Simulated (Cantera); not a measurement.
Mixture: CH4 : O2 : N2 = 1 : 1.05 : 3.96 (molar parts), at 11.0 bar, adiabatic and at constant pressure. Ignition delay is the time to a rise of 400 K.

Model: GRI-Mech 3.0 (53 species, 325 reactions), integrated in Cantera.

Predict: delay at 1273 K; delay at 1473 K; delay at 1673 K; delay at 1873 K; delay at 2073 K; apparent activation energy between 1873 and 2073 K.


| Item | Result |
|---|---|
| delay at 1273 K | 2.54 ms |
| delay at 1473 K | 0.304 ms |
| delay at 1673 K | 47.8 µs |
| delay at 1873 K | 10.4 µs |
| delay at 2073 K | 3.30 µs |
| apparent activation energy between 1873 and 2073 K | 190 kJ/mol |
